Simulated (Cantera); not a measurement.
An isothermal, constant-pressure homogeneous reactor starts with CH4 : H2O : N2 = 1 : 0.81 : 0.17 (molar parts), at 2000 K and 500000 Pa.

Model: GRI-Mech 3.0 (53 species, 325 reactions), integrated in Cantera.

One state of this run: x CH4 = 0.00666; x H2O = 1.43e-5; x HCO = 2.36e-7; x HO2 = <1e-12; x H2 = 0.710. x: mole fraction; the columns are a selection and need not sum to one.

Task: Which value of t (s) does it belong to?
A) 0.00477
B) 6.00
C) 0.000800
D) 0.00195

Result: B, 6.00
